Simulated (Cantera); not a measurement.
Fe3O4 + CH4 + N2 (carbothermic reduction)

A closed system holds: 1 mol Fe3O4, 2.6 mol CH4, 2.3 mol N2, equilibrated at 0.133 bar.

Cantera equilibrium calculation (NASA polynomials, part measured and part estimated; ideal gas, pure solids and liquids). Candidate condensed phases: C, C6H6, C7H8, C8H18, Fe, Fe(CO)5, FeO, Fe(OH)2, Fe(OH)3, Fe2O3, Fe3O4, H2O; 140 gas species. Equilibrium is a limit: real reactors are often held back by kinetics, nucleation or transport.

From 1725 K to 1800 K the condensed part is Fe(δ). From 1825 K to 2025 K the condensed part is Fe(l). The main Fe-bearing gas is Fe throughout.

| T (K) | x H2 | x CO | x N2 | x H2O | x CO2 | x Fe | n Fe(δ) | n Fe(l) |
|---|---|---|---|---|---|---|---|---|
| 1725 | 0.396 | 0.237 | 0.228 | 0.118 | 0.0201 | 7.07e-5 | 3.00 | 0 |
| 1750 | 0.396 | 0.238 | 0.228 | 0.119 | 0.0197 | 0.000105 | 3.00 | 0 |
| 1775 | 0.395 | 0.238 | 0.228 | 0.119 | 0.0193 | 0.000153 | 3.00 | 0 |
| 1800 | 0.395 | 0.238 | 0.228 | 0.120 | 0.0189 | 0.000221 | 3.00 | 0 |
| 1825 | 0.394 | 0.239 | 0.228 | 0.120 | 0.0185 | 0.000314 | 0 | 3.00 |
| 1850 | 0.394 | 0.239 | 0.228 | 0.120 | 0.0182 | 0.000439 | 0 | 3.00 |
| 1875 | 0.393 | 0.239 | 0.227 | 0.121 | 0.0178 | 0.000609 | 0 | 2.99 |
| 1900 | 0.393 | 0.240 | 0.227 | 0.121 | 0.0175 | 0.000836 | 0 | 2.99 |
| 1925 | 0.392 | 0.240 | 0.227 | 0.121 | 0.0172 | 0.00114 | 0 | 2.99 |
| 1950 | 0.391 | 0.240 | 0.227 | 0.121 | 0.0169 | 0.00154 | 0 | 2.98 |
| 1975 | 0.391 | 0.240 | 0.227 | 0.121 | 0.0166 | 0.00206 | 0 | 2.98 |
| 2000 | 0.390 | 0.240 | 0.227 | 0.122 | 0.0163 | 0.00274 | 0 | 2.97 |
| 2025 | 0.389 | 0.240 | 0.227 | 0.122 | 0.0161 | 0.00361 | 0 | 2.96 |
x: gas mole fraction; n: condensed amount in mol.
